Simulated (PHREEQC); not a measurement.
Solution (25 °C): 0.0019 mol HF, 0.0014 mol KF and 0.00011 mol H4SiO4 per kg of water. Closed to the air; pH follows from the charge balance.

Computed with PHREEQC (ion-association model, wateq4f.dat).

Each row changes one thing in this solution. Precipitation was switched off in this run.

```tsv
case	pH	ionic strength (mol/kgw)	F- (mol/kgw)	HF (mol/kgw)	H4SiO4 (mol/kgw)	SI of Quartz (SiO2)
as made	3.34	0.00195	0.00173	0.00113	4.17e-5	-0.40
temperature from 25 to 65 °C	3.52	0.00171	0.00170	0.00157	0.000109	-0.50
0.0015 mol/kgw Ca(OH)2 added	10.96	0.00581	0.00327	5.01e-11	7.08e-6	-1.17
KF replaced by NH4HF2 at the same molality	3.13	0.00229	0.00195	0.00206	4.61e-6	-1.36
HF from 0.0019 to 0.00095 mol/kgw	3.58	0.00169	0.00164	0.000619	9.73e-5	-0.03
```

Some of these states are supersaturated (in Fluorite, for instance). Constants without temperature data keep their 25 °C values here. SiF6-2 is the database's only silicon fluoride.
